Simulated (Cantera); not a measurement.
A perfectly stirred reactor is fed with 17.1 % H2, 17.4 % O2, 65.5 % N2, equivalence ratio 0.49, at 0.582 atm; it is adiabatic with a 350 K inlet, and is followed from long to short residence time, starting on the burning branch (τ in s: 0.072, 0.04, 0.022, 0.013, 0.0071, 0.004, 0.0022, 0.0012, 0.00069, 0.00039, 0.00022, 0.00012, 6.8e-05).

Detailed kinetics in Cantera: the H2/O2 subset of GRI-Mech 3.0, which has no nitrogen chemistry.

Predict: blow-out, bracketed by the residence times tried; x(H2) at τ = 72.0 ms; x(O2) at τ = 72.0 ms; x(H2O2) at τ = 72.0 ms; x(OH) at τ = 72.0 ms; x(HO2) at τ = 72.0 ms; x(H2) at τ = 2.20 ms; x(O2) at τ = 2.20 ms; x(H2O2) at τ = 2.20 ms; x(OH) at τ = 2.20 ms; x(HO2) at τ = 2.20 ms.

blow-out, bracketed by the residence times tried: burning at 0.120 ms, out at 68.0 µs
x(H2) at τ = 72.0 ms: 0.000350
x(O2) at τ = 72.0 ms: 0.0965
x(H2O2) at τ = 72.0 ms: 1.82e-7
x(OH) at τ = 72.0 ms: 0.00181
x(HO2) at τ = 72.0 ms: 3.32e-6
x(H2) at τ = 2.20 ms: 0.00325
x(O2) at τ = 2.20 ms: 0.0959
x(H2O2) at τ = 2.20 ms: 8.24e-7
x(OH) at τ = 2.20 ms: 0.00481
x(HO2) at τ = 2.20 ms: 1.92e-5
